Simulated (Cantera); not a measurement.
Input: 1 mol C, 0.075 mol H2O, 11 mol N2, held at 2402 °C and 0.0133 bar.

Method: chemical equilibrium by Gibbs-energy minimisation in Cantera with the NASA 1993 tables (ideal gas, pure condensed phases). Rates play no part.

| species | before | after |
|---|---|---|
| N2 | 0.976 | 0.779 |
| CO | 0.00668 | 0.0835 |
| H | 0.00975 | 0.0808 |
| H2 | 0.000475 | 0.0326 |
| HCN | 0.00229 | 0.0170 |
| C2H2 (acetylene) | 1.02e-5 | 0.000702 |
| C2H | 2.13e-5 | 0.000176 |
| HNC | 0.000324 | 0.00240 |
| C2N2 | 0.000202 | 0.000161 |
| N | 1.14e-5 | 1.02e-5 |
| CN | 0.00343 | 0.00306 |
| C(graphite), mol | 0.833 | 0.901 |
Gas species are given as mole fractions.

Question: What was changed between the two runs?
A. N2 from 11 to 0.71 mol
B. temperature from 2402 °C to 702 °C
C. temperature from 2402 °C to 900 °C
D. H2O from 0.075 to 1.8 mol

Answer: A, N2 from 11 to 0.71 mol
